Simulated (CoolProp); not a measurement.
Model: reference Helmholtz-energy equation of state, Lemmon 2006, in CoolProp. It is a short technical equation, of lower accuracy than the large ones.

Problem. For acetone, give the phase and the Z, Joule-Thomson coefficient (K/MPa), fugacity coefficient at -11.85 °C and 4.17 MPa.

Solution. 
- -11.85 °C and 4.17 MPa: liquid; Z 0.135, Joule-Thomson coefficient -0.392, fugacity coefficient 0.00131
